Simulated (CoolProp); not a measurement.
Tetrahydrofuran at several states: Z from the reference equation and from simpler models built on Tc = 267.0 °C, pc = 5.304 MPa, ω = 0.234; each cubic takes its own stable root.

Computed with CoolProp (reference Helmholtz-energy equation of state, Fiedler 2023).

| T (°C) | p (MPa) | phase | reference | van der Waals | Redlich-Kwong | Peng-Robinson |
|---|---|---|---|---|---|---|
| 178.15 | 1.17 | gas | 0.8463 | 0.8885 | 0.8599 | 0.8400 |
| -50.75 | 2.71 | liquid | 0.1096 | 0.1800 | 0.1211 | 0.1069 |
| -6.25 | 1.06 | liquid | 0.03758 | 0.06133 | 0.04135 | 0.03614 |
| -90.15 | 1.55 | liquid | 0.07307 | 0.1213 | 0.08150 | 0.07238 |
